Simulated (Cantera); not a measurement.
**Ignition delay**

Mixture: CH₄ : O₂ : N₂ = 1 : 1.54 : 9.23 (molar parts), equivalence ratio 1.3, at 3750 Torr, adiabatic and at constant volume. Ignition delay is the time to a rise of 400 K.

Computed with Cantera and GRI-Mech 3.0 (53 species, 325 reactions).

| T0 (K) | delay (ms) |
|---|---|
| 1125 | 46.2 |
| 1200 | 17.0 |
| 1275 | 6.68 |
| 1350 | 2.77 |
| 1425 | 1.20 |
| 1500 | 0.544 |
| 1575 | 0.257 |

The apparent activation energy between 1425 and 1575 K is 190 kJ/mol.
